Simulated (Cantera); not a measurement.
Feed: 1 mol B2H6, 5 mol H2O, 0.45 mol H2, at 2325 K and 10000 Pa.

Method: chemical equilibrium by Gibbs-energy minimisation in Cantera with the NASA 1993 tables (ideal gas, pure condensed phases). Candidate condensed phases: B, B2O3, B3O3H3, H2O; 23 gas species. The feed counts by its element totals alone. Kinetics and transport are ignored.

Base state: H2 0.646, HBO2 0.144, H2O 0.142, H 0.0280, B2O3 0.0239, HBO 0.00963, BO 0.00459, BO2 0.00125 (mole fractions); condensed: gas only.

Problem. What changes in the equilibrium state with this change: H2O from 5 to 0.16 mol?

Solution. 
| species | before | after |
|---|---|---|
| H2 | 0.646 | 0.923 |
| H | 0.0280 | 0.0334 |
| HBO | 0.00963 | 0.0279 |
| HBO2 | 0.144 | 1.97e-5 |
| H2O | 0.142 | 9.57e-6 |
| B2O3 | 0.0239 | 6.62e-6 |
| BO | 0.00459 | 0.0111 |
| B2O | 2.65e-9 | 0.000328 |
| BH2 | 2.92e-8 | 0.00214 |
| B(s), mol | 0 | 1.83 |
The tables' values for BH2 are old estimates; treat these amounts as uncertain. Gases not in the tables: B2H6 and higher boranes.
